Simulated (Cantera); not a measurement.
# Dilute partial oxidation

An isothermal, constant-pressure homogeneous reactor starts with CH3OH : O2 : N2 = 0.0087 : 0.0088 : 1 (molar parts), at 1223 K and 1000000 Pa.

Detailed kinetics in Cantera: GRI-Mech 3.0 (53 species, 325 reactions). GRI-Mech 3.0 was tuned for natural gas; its chemistry of methanol as a main component is partial and can be far from experiment.

```tsv
t (s)	x CH3OH	x O2	x HCO	x H2O	x CH2CO
7.00e-5	0.00855	0.00865	<1e-12	2.51e-7	<1e-12
0.000256	0.00855	0.00865	1.77e-12	1.02e-6	<1e-12
0.000936	0.00853	0.00864	4.23e-11	8.93e-6	2.15e-12
0.00343	0.000264	0.00391	1.19e-7	0.00880	4.72e-8
0.0125	3.71e-10	1.02e-6	1.06e-9	0.0143	3.44e-10
0.0458	1.07e-10	1.59e-7	1.57e-10	0.0142	1.23e-10
0.168	2.80e-11	4.01e-8	3.66e-11	0.0141	3.27e-11
0.613	7.82e-12	1.03e-8	1.03e-11	0.0139	8.16e-12
2.24	2.32e-12	2.32e-9	3.16e-12	0.0138	1.95e-12
8.20	1.23e-12	2.32e-10	1.83e-12	0.0137	<1e-12
30.0	<1e-12	<1e-12	1.67e-12	0.0133	<1e-12
```
x: mole fraction; the columns are a selection and need not sum to one.

Equilibrium at this temperature and pressure: CH3OH <1e-12, O2 <1e-12, HCO 1.36e-12, H2O 0.0119, CH2CO <1e-12 (gas phase only).
